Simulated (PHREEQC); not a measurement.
**Alkaline etch or developer (model solution)**

Make-up at 20 °C: 0.0013 mol CsOH, 9.8e-05 mol H3BO3 and 0.017 mol Na2CO3 per kg of water. Closed to the air; pH follows from the charge balance.

All values are PHREEQC results (ion-association model, wateq4f.dat), not measurements.

This is a speciation only: nothing precipitates in the calculation.

Q: What pH, ionic strength does the model give?

A: pH 11.38; ionic strength 0.0457 mol/kgw.

Q: In which forms is C present?

A: CO3-2 78 %, NaCO3- 17 %, HCO3- 4.5 % of the C.
